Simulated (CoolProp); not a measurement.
Vapour-liquid equilibrium of isobutane (1) + n-butane (2) at 259 K; x and y are mole fractions of (1).

The numbers come from the multi-fluid Helmholtz-energy mixture model, Bücker 2006 and Bücker 2006; pair parameters Kunz 2012 in CoolProp.

```tsv
x	bubble pressure, mixture model (kPa)	bubble pressure, Raoult's law (kPa)	y, mixture model	y, Raoult's law
0.05	60.16	60.12	0.076	0.077
0.2	65.26	65.18	0.281	0.283
0.35	70.31	70.23	0.455	0.459
0.5	75.34	75.29	0.608	0.612
0.65	80.36	80.35	0.741	0.745
0.8	85.40	85.40	0.861	0.863
0.95	90.45	90.46	0.967	0.968
```

The largest gap from Raoult's law is +0.1 % in bubble pressure, at x = 0.2. No azeotrope shows between x = 0.05 and 0.95.

The pair parameters rest on a limited set of measurements; away from them the model extrapolates.
